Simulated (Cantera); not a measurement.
Charge: 1 mol CH3OH, 0.013 mol NH3, 0.24 mol N2, held at 1898 K and 1.20 mbar.

Method: chemical equilibrium by Gibbs-energy minimisation in Cantera with the NASA 1993 tables (ideal gas, pure condensed phases). Equilibrium is a limit: real reactors are often held back by kinetics, nucleation or transport.

```json
[
 {"species": "H2", "before": "0.604", "after": "0.564"},
 {"species": "CO", "before": "0.303", "after": "0.296"},
 {"species": "N2", "before": "0.0748", "after": "0.0729"},
 {"species": "H", "before": "0.0175", "after": "0.0675"}
]
```
Gas species are given as mole fractions.

Problem. Name the change that produced these shifts.
A) pressure from 1.20 mbar to 0.470 bar
B) temperature from 1898 K to 2100 K
C) pressure from 1.20 mbar to 0.770 bar
D) temperature from 1898 K to 800 K

Solution. B, temperature from 1898 K to 2100 K
